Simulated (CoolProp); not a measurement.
Saturation properties of the fluoroketone C6F12O (FK-5-1-12).

Values from CoolProp's reference Helmholtz-energy equation of state, McLinden 2015.

```json
[
 {"T (K)": "309.6", "p (bar)": "0.6399", "liquid density (kg/m³)": "1567", "vapour density (kg/m³)": "8.241"},
 {"T (K)": "313.9", "p (bar)": "0.7524", "liquid density (kg/m³)": "1554", "vapour density (kg/m³)": "9.614"},
 {"T (K)": "318.2", "p (bar)": "0.8799", "liquid density (kg/m³)": "1540", "vapour density (kg/m³)": "11.16"},
 {"T (K)": "322.4", "p (bar)": "1.020", "liquid density (kg/m³)": "1526", "vapour density (kg/m³)": "12.86"},
 {"T (K)": "326.7", "p (bar)": "1.181", "liquid density (kg/m³)": "1512", "vapour density (kg/m³)": "14.81"},
 {"T (K)": "331", "p (bar)": "1.362", "liquid density (kg/m³)": "1498", "vapour density (kg/m³)": "16.99"},
 {"T (K)": "335.2", "p (bar)": "1.558", "liquid density (kg/m³)": "1483", "vapour density (kg/m³)": "19.35"},
 {"T (K)": "339.5", "p (bar)": "1.780", "liquid density (kg/m³)": "1469", "vapour density (kg/m³)": "22.04"},
 {"T (K)": "343.8", "p (bar)": "2.026", "liquid density (kg/m³)": "1453", "vapour density (kg/m³)": "25.03"}
]
```

It boils at 322.2 K under 1 atm.
